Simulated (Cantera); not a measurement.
# AlN + H₂ (nitride etching)

Charge: 1 mol AlN, a varied amount of H₂, held at 1677 °C and 0.00900 Torr.

Cantera equilibrium calculation (NASA polynomials, part measured and part estimated; ideal gas, pure solids and liquids). Candidate condensed phases: Al, AlN; 13 gas species. Equilibrium is a limit: real reactors are often held back by kinetics, nucleation or transport.

| n(H₂) (mol) | x H₂ | x H | x Al | x N₂ | x AlH | x Al₂ | x N |
|---|---|---|---|---|---|---|---|
| 10 | 0.625 | 0.262 | 0.0755 | 0.0378 | 6.47e-5 | 2.73e-8 | 2.42e-8 |
| 13 | 0.645 | 0.266 | 0.0598 | 0.0299 | 5.20e-5 | 1.71e-8 | 2.15e-8 |
| 15 | 0.654 | 0.268 | 0.0525 | 0.0262 | 4.60e-5 | 1.32e-8 | 2.01e-8 |
| 19 | 0.667 | 0.270 | 0.0422 | 0.0211 | 3.73e-5 | 8.50e-9 | 1.80e-8 |
| 23 | 0.675 | 0.272 | 0.0352 | 0.0176 | 3.14e-5 | 5.94e-9 | 1.65e-8 |
| 28 | 0.683 | 0.273 | 0.0292 | 0.0146 | 2.62e-5 | 4.09e-9 | 1.50e-8 |
| 34 | 0.689 | 0.275 | 0.0243 | 0.0122 | 2.18e-5 | 2.82e-9 | 1.37e-8 |
| 42 | 0.694 | 0.276 | 0.0198 | 0.00991 | 1.79e-5 | 1.88e-9 | 1.24e-8 |
| 51 | 0.699 | 0.277 | 0.0164 | 0.00821 | 1.49e-5 | 1.29e-9 | 1.13e-8 |
| 62 | 0.702 | 0.277 | 0.0136 | 0.00678 | 1.23e-5 | 8.79e-10 | 1.02e-8 |
| 76 | 0.705 | 0.278 | 0.0111 | 0.00556 | 1.01e-5 | 5.90e-10 | 9.26e-9 |
x: gas mole fraction; nothing condenses.

From 10 mol H₂ to 76 mol H₂ nothing is condensed. The main Al-bearing gas is Al throughout.
